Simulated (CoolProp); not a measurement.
Vapour-liquid equilibrium of dimethyl ether (1) + R236EA (2) at 329.5 K; x and y are mole fractions of (1).

Model: multi-fluid Helmholtz-energy mixture model, Wu 2011 and Rui 2013; pair parameters Bell 2016, in CoolProp.

| x | bubble pressure (MPa) | y at the bubble point | dew pressure at overall composition x (MPa) | liquid density (mol/L) |
|---|---|---|---|---|
| 0.05 | 0.5486 | 0.055 | 0.5483 | 8.871 |
| 0.125 | (withheld) | 0.143 | 0.5542 | 9.174 |
| 0.2 | 0.5675 | 0.238 | 0.5623 | (withheld) |
| 0.275 | 0.5851 | 0.340 | 0.5731 | 9.813 |
| 0.35 | 0.6110 | 0.446 | (withheld) | 10.15 |
| 0.425 | 0.6473 | 0.552 | 0.6051 | 10.49 |
| 0.5 | 0.6963 | 0.653 | 0.6280 | 10.84 |
| 0.575 | 0.7596 | 0.744 | 0.6571 | 11.20 |
| 0.65 | 0.8377 | 0.821 | (withheld) | 11.56 |
| 0.725 | 0.9299 | 0.883 | 0.7444 | 11.92 |
| 0.8 | 1.034 | (withheld) | 0.8131 | 12.28 |
| 0.875 | 1.145 | 0.965 | 0.9153 | 12.63 |
| 0.95 | 1.258 | 0.989 | 1.092 | 12.96 |

Problem. What belongs in the gaps?

Solution. 
- 0.125, bubble pressure (MPa): 0.5560
- 0.2, liquid density (mol/L): 9.488
- 0.35, dew pressure at overall composition x (MPa): 0.5872
- 0.65, dew pressure at overall composition x (MPa): 0.6947
- 0.8, y at the bubble point: 0.931

No azeotrope shows between x = 0.05 and 0.95.

Pair parameters are fitted to limited data, so mixtures are less certain than the pure fluids.
